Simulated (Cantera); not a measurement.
Charge: 1 mol SiH4, 33 mol N2, held at 1650 K and 110 Pa.

Method: chemical equilibrium by Gibbs-energy minimisation in Cantera with the NASA 1993 tables (ideal gas, pure condensed phases). Candidate condensed phases: Si, Si3N4; 18 gas species. Kinetics and transport are ignored.

Base state: N2 0.941, H2 0.0579, H 0.000659, Si 0.000186 (mole fractions); condensed: Si3N4(s).

**Question.** What changes in the equilibrium state with this change: temperature from 1650 K to 1923 K?

**Answer.** 
```json
[
 {"species": "N2", "before": "0.941", "after": "0.925"},
 {"species": "H2", "before": "0.0579", "after": "0.0527"},
 {"species": "Si", "before": "0.000186", "after": "0.0154"},
 {"species": "H", "before": "0.000659", "after": "0.00652"},
 {"species": "Si3", "before": "8.67e-8", "after": "2.94e-5"},
 {"species": "Si2", "before": "4.78e-7", "after": "0.000132"},
 {"species": "Si3N4(s), mol", "before": "0.331", "after": "0"},
 {"species": "Si(l), mol", "before": "0", "after": "0.412"}
]
```
The tables' values for SiN are old estimates; treat these amounts as uncertain.
